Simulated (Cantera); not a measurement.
A closed system holds: 1 mol SiCl4, 0.021 mol HCl, 4.5 mol N2, held at 1023 K and 100 Torr.

Method: chemical equilibrium by Gibbs-energy minimisation in Cantera with the NASA 1993 tables (ideal gas, pure condensed phases). Candidate condensed phases: NH4Cl, Si, Si3N4; 28 gas species. Equilibrium is a limit: real reactors are often held back by kinetics, nucleation or transport.

### Question
What is the equilibrium state?

### Answer
```
Quantity                             Result
--------------------------------  ---------
x(N2)                                 0.815
x(SiCl4)                              0.181
x(HCl)                              0.00380
x(SiCl3)                            1.31e-6
gas amount                        5.521 mol
log10 activity of Si(s) (absent)     -13.69
```
